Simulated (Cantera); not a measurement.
# Transport properties of process gases

Gas mixture: CO2 : H2 : H2O = 0.22 : 0.1 : 0.89 (molar parts), at 4700 Pa, frozen composition.

Cantera's kinetic-theory transport with the Lennard-Jones parameters of GRI-Mech 3.0, ideal gas; thermal conductivity in the multicomponent form. Polar gases are described roughly by these parameters.

```
T (K)  ρ (kg/m³)  cp (J/kg/K)  μ (µPa s)  λ (mW/m/K)     Pr  D (cm²/s) NO  D (cm²/s) NH3  D (cm²/s) O
-----  ---------  -----------  ---------  ----------  -----  ------------  -------------  -----------
400       0.0303         1640       15.7        43.6  0.592          8.16           7.68         13.4
650       0.0186         1792       25.4        74.9  0.609          19.7           20.3         31.9
900       0.0135         1938       34.5         108  0.619          34.9           38.1         56.0
1150      0.0105         2078       43.0         143  0.626          53.2           60.4         84.9
1400     0.00865         2201       51.0         178  0.630          74.4           86.6          118
1650     0.00734         2304       58.4         213  0.633          98.1            116          156
```
D: mixture-averaged diffusion coefficient of that species in the mixture.
